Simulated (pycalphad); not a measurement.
Computed with pycalphad from the COST 507 light-alloy database (1999), at 1 atm. These are 1990s assessments: newer ones move some temperatures and phases. Kinetics are ignored, which matters at the lower temperatures.

Molar enthalpy of Si-5.018V (wt.%) in equilibrium (SER reference):

```tsv
T (°C)	H (kJ/mol)	phases
2327	107.35	liquid
2207	104.01	liquid
2087	100.68	liquid
1967	97.35	liquid
1847	94.02	liquid
1727	90.70	liquid
1607	87.38	liquid
1487	84.07	liquid
1447	82.97	liquid
1407	81.87	liquid
1367	31.41	diamond (Si) + SI2V
1327	30.24	diamond (Si) + SI2V
1247	27.94	diamond (Si) + SI2V
1127	24.52	diamond (Si) + SI2V
1007	21.18	diamond (Si) + SI2V
887	17.89	diamond (Si) + SI2V
767	14.66	diamond (Si) + SI2V
647	11.50	diamond (Si) + SI2V
527	8.42	diamond (Si) + SI2V
407	5.40	diamond (Si) + SI2V
287	2.48	diamond (Si) + SI2V
```

Cooling from 1407 °C to 1367 °C, across the freezing range, releases 50.5 kJ/mol, or 1760 J/g. The slope is 28 J/(mol K) in the liquid and 29 J/(mol K) just below the solidus, where it includes any heat of precipitation. Liquidus 1403 °C, solidus 1402 °C. Changes were sought between steps of 40 K, so a narrower field can be missed.

Database names, with the compositions (at.%) that they take in these runs: SI2V: Si 67 V 33.
